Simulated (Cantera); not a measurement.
Charge: 1 mol Si, 0.0034 mol H₂O, 7.1 mol N₂, equilibrated at 1727 °C and 1.33 mbar.

Equilibrium computed with Cantera from the NASA thermochemical tables; the gas is ideal and each condensed phase is pure. Candidate condensed phases: H₂O, Si, SiO₂, Si₂N₂O, Si₃N₄; 35 gas species. The tables' values for SiN are old estimates; treat these amounts as uncertain. Kinetics and transport are ignored.

Base state: N₂ 0.965, Si 0.0327, H 0.000578, SiO 0.000462, Si₂N 0.000400, Si₂ 0.000339, SiN 0.000305, H₂ 0.000168 (mole fractions); condensed: Si(l).

Q: What changes in the equilibrium state with this change: temperature from 1727 °C to 1500 °C?

A: 
| species | before | after |
|---|---|---|
| N₂ | 0.965 | 0.997 |
| Si | 0.0327 | 0.00160 |
| SiO | 0.000462 | 0.000478 |
| H | 0.000578 | 0.000156 |
| Si₂ | 0.000339 | 8.89e-6 |
| Si₃ | 7.26e-5 | 2.15e-6 |
| SiN | 0.000305 | 2.80e-5 |
| Si₂N | 0.000400 | 4.64e-5 |
| SiH | 1.05e-5 | 1.44e-6 |
| Si(l), mol | 0.742 | 0.984 |

Q: What changes in the equilibrium state with this change: temperature from 1727 °C to 702 °C?

A: 
```
species           before     after
--------------  --------  --------
N₂                 0.965     0.999
H₂              0.000168  0.000528
Si                0.0327     <1e-9
H               0.000578     <1e-9
SiO             0.000462     <1e-9
Si₂N            0.000400     <1e-9
Si₂             0.000339     <1e-9
SiN             0.000305     <1e-9
Si(l), mol         0.742         0
Si₂N₂O(s), mol         0   0.00340
Si₃N₄(s), mol          0     0.331
```
N₂ is the only nitrogen source here; it is nearly inert below about 1500 K, so the nitride shown seldom forms there in practice.
